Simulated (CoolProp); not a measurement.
Vapour pressure (MPa) of R13: the reference equation beside estimates from Tc = 303.0 K, pc = 3.973 MPa, ω = 0.175. Clausius-Clapeyron is anchored at 237.6 K with a constant enthalpy of vaporisation of 12.81 kJ/mol.

Computed with CoolProp (reference Helmholtz-energy equation of state, Platzer 1990). This equation is an older, rougher fit; its heat capacities, sound speeds and derivatives of the liquid may be far off and weren't checked against measurements.

```csv
T (K),reference,Lee-Kesler,Clausius-Clapeyron,Redlich-Kwong,Peng-Robinson
235.2,0.6470,0.6452,0.6568,?,?
237.6,0.7017,0.6999,0.7017,0.8451,0.6953
239.9,?,?,0.7467,0.9062,0.7508
242.3,0.8185,0.8167,0.7957,0.9731,0.8121
244.6,0.8807,0.8788,0.8448,1.040,0.8742
247,0.9491,0.9472,0.8981,1.114,0.9428
249.3,?,1.016,0.9513,1.188,1.012
251.7,1.094,1.092,1.009,1.268,1.088
254,1.171,1.169,1.067,1.349,1.166
256.4,1.255,1.253,1.129,1.436,1.250
258.7,1.340,1.337,1.191,1.524,1.336
261.1,1.432,1.430,1.258,1.619,1.429
```

**Question.** Fill in the missing entries.

**Answer.** 
- 235.2, Redlich-Kwong: 0.7844
- 235.2, Peng-Robinson: 0.6408
- 239.9, reference: 0.7572
- 239.9, Lee-Kesler: 0.7554
- 249.3, reference: 1.018

Absolute difference from the reference over all 12 rows, mean and median: Lee-Kesler 0.2 and 0.2 %, Clausius-Clapeyron 6.0 and 6.0 %, Redlich-Kwong 17.1 and 17.0 %, Peng-Robinson 0.6 and 0.6 %.
